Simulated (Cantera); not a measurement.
A Cantera script and its output.

```python
import numpy as np
import cantera as ct

gas = ct.Solution("gri30.yaml")
gas.TPX = 1223, 18000, {'C2H6': 1, 'N2': 16}
reactor = ct.IdealGasConstPressureReactor(gas, energy="off", clone=False)
net = ct.ReactorNet([reactor])
net.rtol, net.atol = 1e-08, 1e-18
show = ['C2H6', 'CH4', 'C2H2', 'C2H', 'H', 'H2']
times = np.geomspace(0.0005, 20, 10)

steps = ct.SolutionArray(gas, extra=["t"])
rows = []
print(f"{'t/s':>10s}{'T/K':>9s}{'P/Pa':>11s}" + "".join(f"{s:>11s}" for s in show))
for t in times:
    while net.time < t:
        t_next = net.step()
        steps.append(gas.state, t=t_next)
    rows.append([np.interp(t, steps.t, y) for y in (steps.T, steps.P, *steps(*show).X.T)])
    print(f"{t:10.3e}{rows[-1][0]:9.1f}{rows[-1][1]:11.4g}" + "".join(f"{x:11.3e}" for x in rows[-1][2:]))
rate = np.gradient(steps.T, steps.t)
print("integrator steps:", len(steps.t))
if steps.T.max() > steps.T[0] + 200:
    print(f"time of steepest temperature rise: {steps.t[rate.argmax()]:.4e} s")
gas.TPX = 1223, 18000, {'C2H6': 1, 'N2': 16}
gas.equilibrate("TP")
print(f"equilibrium (TP): T = {gas.T:.1f} K  " + "  ".join(f"{s} {gas[s].X[0]:.3e}" for s in show))
```

Result:

```
       t/s      T/K       P/Pa       C2H6        CH4       C2H2        C2H          H         H2
 5.000e-04   1223.0    1.8e+04  5.868e-02  2.033e-05  1.136e-08  4.734e-15  1.194e-06  9.103e-05
 1.623e-03   1223.0    1.8e+04  5.737e-02  1.470e-04  2.115e-06  1.242e-12  3.148e-06  1.160e-03
 5.268e-03   1223.0    1.8e+04  5.170e-02  7.638e-04  6.007e-05  8.643e-12  3.756e-06  5.907e-03
 1.710e-02   1223.0    1.8e+04  3.549e-02  2.808e-03  7.250e-04  3.745e-11  4.509e-06  1.978e-02
 5.550e-02   1223.0    1.8e+04  8.496e-03  7.253e-03  5.406e-03  1.486e-10  5.518e-06  4.549e-02
 1.802e-01   1223.0    1.8e+04  4.458e-04  8.849e-03  1.514e-02  1.220e-10  2.163e-06  6.083e-02
 5.848e-01   1223.0    1.8e+04  5.079e-05  8.963e-03  2.269e-02  6.120e-11  8.119e-07  6.822e-02
 1.898e+00   1223.0    1.8e+04  2.626e-05  9.004e-03  3.167e-02  6.218e-11  6.643e-07  7.668e-02
 6.162e+00   1223.0    1.8e+04  1.312e-05  9.099e-03  4.072e-02  6.022e-11  5.557e-07  8.515e-02
 2.000e+01   1223.0    1.8e+04  9.032e-06  9.316e-03  4.303e-02  5.399e-11  4.824e-07  8.713e-02
integrator steps: 1266
equilibrium (TP): T = 1223.0 K  C2H6 3.703e-06  CH4 1.806e-02  C2H2 1.917e-02  C2H 1.110e-11  H 1.993e-07  H2 7.803e-02
```

Detailed kinetics in Cantera: GRI-Mech 3.0 (53 species, 325 reactions). GRI-Mech 3.0 stops at C3 and has no aromatics, soot or wall deposition, so with more carbon than oxygen in the feed, carbon stays in small species such as C2H2 where larger ones or solid carbon would form.
